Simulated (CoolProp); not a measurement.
The numbers come from the reference Helmholtz-energy equation of state, Younglove 1994 in CoolProp. It is a modified Benedict-Webb-Rubin equation, recast in Helmholtz form.

### Question
For R123, give the phase and the Z, cv (kJ/(kg K)) at 226.85 °C and 4.99 MPa; 226.85 °C and 9.99 MPa.

### Answer
- 226.85 °C and 4.99 MPa: supercritical; Z 0.552, cv 0.895
- 226.85 °C and 9.99 MPa: supercritical; Z 0.437, cv 0.876
